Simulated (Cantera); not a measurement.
Cantera run:

```python
import numpy as np
import cantera as ct

gas_names = [...]  # 47 gases of nasa_gas.yaml made of Cl, H, N, O, Si
cond_names = """
    H2O(s) H2O(L) NH4CL(a) NH4CL(b) Si(cr) Si(L) SiO2(Lqz) SiO2(hqz) SiO2(L) Si2N2O(s) Si3N4(a)
""".split()


# ... load() reads the species with a 1 bar reference pressure and builds the phases ...
atoms = {
    'Si3N4': {'Si': 3, 'N': 4},
    'HCl': {'H': 1, 'CL': 1},
    'O2': {'O': 2},
}
top_T = {'Si2N2O(s)': 2100, 'Si3N4(a)': 2400}  # K; cautious upper limits of use, not melting points


# ... equilibrate(T, P, feed) seeds the gas with the atoms and calls Mixture.equilibrate('TP', solver="vcs", rtol=1e-11, max_steps=5000) ...
results = []
T = 1248.15  # K
P = 32  # Pa
for m in [1.4, 1.8, 2.4, 3.2, 4.3, 5.8, 7.7, 10, 14, 18]:
    feed = {'Si3N4': 1, 'HCl': 8.2, 'O2': m}  # mol
    mix = equilibrate(T, P, feed)
    results.append((T, P, feed, dict(zip(mix.species_names, mix.species_moles))))

top = {s: max(r[3][s] / sum(r[3][g] for g in gas_names) for r in results) for s in gas_names}
cols = sorted((s for s in top if top[s] > 1e-06), key=lambda s: -top[s])[:5]
seen = [c for c in cond_names if any(r[3].get(c, 0) > 1e-12 for r in results)]
print("log10 of partial pressures in bar; condensed amounts in mol")
print(f"{'n(O2)':>10s}" + "".join(f"{s[:9]:>10s}" for s in cols + seen))
for T, P, feed, n in results:
    ng = sum(n[g] for g in gas_names)
    print(f"{feed['O2']:10.4g}" + "".join(f"{np.log10(max(n[s] / ng * P / 1e5, 1e-99)):10.3f}" for s in cols)
          + "".join(f"{n.get(c, 0):10.4g}" for c in seen))
```

It prints:

```
log10 of partial pressures in bar; condensed amounts in mol
     n(O2)       HCL        O2        N2        H2        CL SiO2(hqz) Si2N2O(s)
       1.4    -3.593   -24.686    -4.410    -4.772    -7.605    0.9526    0.8942
       1.8    -3.604   -24.634    -4.331    -4.804    -7.599     1.482    0.6351
       2.4    -3.619   -24.573    -4.240    -4.845    -7.594     2.278    0.2438
       3.2    -3.621    -5.502    -4.213    -9.953    -5.042         3         0
       4.3    -3.678    -4.498    -4.257   -10.304    -4.923         3         0
       5.8    -3.737    -4.193    -4.310   -10.444    -4.912         3         0
       7.7    -3.800    -4.017    -4.370   -10.547    -4.924         3         0
        10    -3.866    -3.901    -4.432   -10.634    -4.947         3         0
        14    -3.962    -3.791    -4.523   -10.741    -4.988         3         0
        18    -4.040    -3.730    -4.598   -10.821    -5.027         3         0
```

Cantera equilibrium calculation (NASA polynomials, part measured and part estimated; ideal gas, pure solids and liquids). Mutual solubility and eutectic melting of coexisting phases are not modelled. The tables' values for SiCl3 are old estimates; treat these amounts as uncertain. The tables hold silica as quartz up to 1696 K and as liquid above; real silica turns to tridymite and cristobalite and melts near 1996 K.
